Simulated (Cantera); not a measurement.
Input: 1 mol borazine, a varied amount of H2O, 2.1 mol N2, held at 1650 K and 1700 Pa.

Equilibrium computed with Cantera from the NASA thermochemical tables; the gas is ideal and each condensed phase is pure. Candidate condensed phases: B, BN, B2O3, B3O3H3, H2O; 39 gas species. The feed counts by its element totals alone. Mutual solubility and eutectic melting of coexisting phases are not modelled. Gases not in the tables: H3BO3. Equilibrium is a limit: real reactors are often held back by kinetics, nucleation or transport.

x: gas mole fraction; n: condensed amount in mol.

```
n(H2O) (mol)   x H2     x H2O   x N2   x HBO2   x B2O3     x HBO    x B2O2  n BN(s)  n B2O3(l)
------------  -----  --------  -----  -------  -------  --------  --------  -------  ---------
0.21          0.579  0.000484  0.398  0.00639  0.00453   0.00972  0.000841     2.85          0
0.37          0.576  0.000609  0.389   0.0103  0.00935    0.0124   0.00137     2.75          0
0.64          0.573  0.000736  0.375   0.0154   0.0174    0.0153   0.00210     2.57          0
1.1           0.581  0.000778  0.361   0.0172   0.0205    0.0164   0.00237     2.26        ___
1.9           0.598  0.000787  0.344   0.0173   0.0205    0.0167   0.00241     1.73        ___
3.3           0.617  0.000796  0.323   0.0174   0.0205    0.0172   0.00246    0.789        ___
5.7           0.559    0.0341  0.270    0.114   0.0205   0.00237   5.20e-5        0        ___
9.9           0.416     0.223  0.200    0.155  0.00577  0.000367   1.67e-6        0          0
17            0.298     0.440  0.143    0.116  0.00165  0.000100   1.73e-7        0          0
```

Problem. Complete the blanks.

Solution. 
- 1.1, n B2O3(l): 0.0974
- 1.9, n B2O3(l): 0.318
- 3.3, n B2O3(l): 0.705
- 5.7, n B2O3(l): 0.448
